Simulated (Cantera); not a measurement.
A closed system holds: 1 mol Si2Cl6, 17 mol NH3, 6.4 mol H2, at 1700 K and 7.50 Torr.

Cantera equilibrium calculation (NASA polynomials, part measured and part estimated; ideal gas, pure solids and liquids). Candidate condensed phases: NH4Cl, Si, Si3N4; 28 gas species. The feed counts by its element totals alone. The tables' values for SiCl3, SiCl are old estimates; treat these amounts as uncertain. Equilibrium is a limit: real reactors are often held back by kinetics, nucleation or transport.

Base state: H2 0.702, N2 0.187, HCl 0.0803, SiCl2 0.0292, H 0.00123, SiCl3 0.000226, Cl 0.000110, SiCl 9.36e-5 (mole fractions); condensed: Si3N4(s).

What changes in the equilibrium state with this change: temperature from 1700 K to 1100 K?


```csv
species,before,after
H2,0.702,0.687
N2,0.187,0.170
HCl,0.0803,0.142
SiCl2,0.0292,4.08e-6
SiCl4,3.43e-6,0.000127
SiCl,9.36e-5,<1e-9
Si,6.02e-5,<1e-9
H,0.00123,2.14e-7
Cl,0.000110,3.97e-8
SiCl3,0.000226,6.10e-6
"Si3N4(s), mol",0.242,0.665
```

What changes in the equilibrium state with this change: Si2Cl6 replaced by SiH4?


```csv
species,before,after
H2,0.702,0.811
N2,0.187,0.188
H,0.00123,0.00133
HCl,0.0803,0
SiCl2,0.0292,0
Si,6.02e-5,6.00e-5
SiCl3,0.000226,0
Cl,0.000110,0
SiCl,9.36e-5,0
"Si3N4(s), mol",0.242,0.332
```
Gases not in the tables: Si2H6 and higher silanes.
